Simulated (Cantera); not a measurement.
An adiabatic, constant-pressure homogeneous reactor starts with H₂ : O₂ : N₂ : NO = 1 : 1.19 : 11.8 : 0.058 (molar parts), at 1325 K and 260000 Pa.

Cantera simulation using GRI-Mech 3.0 (53 species, 325 reactions); the numbers are that mechanism's predictions, not measurements. The hydrogen kinetics of GRI-Mech 3.0 are dated; newer H2 mechanisms differ, most at raised pressure. The mechanism lacks 2 NO + O2 → 2 NO2 and HONO, so NO2 and the effect of NO are under-described below about 1400 K.

One state of this run: T (K) = 1834; x H₂ = 1.49e-5; x O₂ = 0.0508; x NO = 0.00425; x OH = 0.000400; x N₂ = 0.871. x: mole fraction; the columns are a selection and need not sum to one.

### Question
Which value of t (s) does it belong to?
A. 0.000398
B. 0.000154
C. 2.32e-5
D. 0.117

### Answer
D, 0.117
